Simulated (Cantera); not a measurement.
A perfectly stirred reactor is fed with CH₄ : H₂ : O₂ : N₂ = 1 : 0.12 : 2.61 : 22.9 (molar parts), equivalence ratio 0.79, at 0.809 atm; it is adiabatic with a 350 K inlet, and is followed from long to short residence time, starting on the burning branch (τ in s: 0.34, 0.12, 0.04, 0.014, 0.0048, 0.0017, 0.00057, 0.0002, 6.8e-05).

Detailed kinetics in Cantera: GRI-Mech 3.0 (53 species, 325 reactions).

Task: Predict: blow-out, bracketed by the residence times tried; x(CH₄) at τ = 0.340 s; x(H₂) at τ = 0.340 s; x(O₂) at τ = 0.340 s; x(NO₂) at τ = 0.340 s; x(NO) at τ = 0.340 s; x(CH₄) at τ = 4.80 ms; x(H₂) at τ = 4.80 ms; x(O₂) at τ = 4.80 ms.

Result: 
```json
{
  "blow_out_bracketed_by_the_residence_times_tried": "burning at 40.0 ms, out at 14.0 ms",
  "x(CH₄) at τ = 0.340 s": "3.50e-5",
  "x(H₂) at τ = 0.340 s": "8.31e-5",
  "x(O₂) at τ = 0.340 s": "0.0209",
  "x(NO₂) at τ = 0.340 s": "3.98e-9",
  "x(NO) at τ = 0.340 s": "5.61e-7",
  "x(CH₄) at τ = 4.80 ms": "0.0376",
  "x(H₂) at τ = 4.80 ms": "0.00451",
  "x(O₂) at τ = 4.80 ms": "0.0980"
}
```
